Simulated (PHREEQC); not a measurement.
Nickel, zinc or cadmium bath

Solution (25 °C): 0.0047 mol CdCl2, 0.0086 mol Na2SO4 and 0.00064 mol NiCl2 per kg of water. Closed to the air; pH follows from the charge balance.

The numbers come from PHREEQC with the ion-association model, wateq4f.dat.

Precipitation was switched off in this run.

Task: What pH does the model give?

Result: pH 6.23.

Task: In which forms is Ni present?

Result: Ni+2 74 %, NiSO4 25 %, NiCl+ 0.9 % of the Ni.
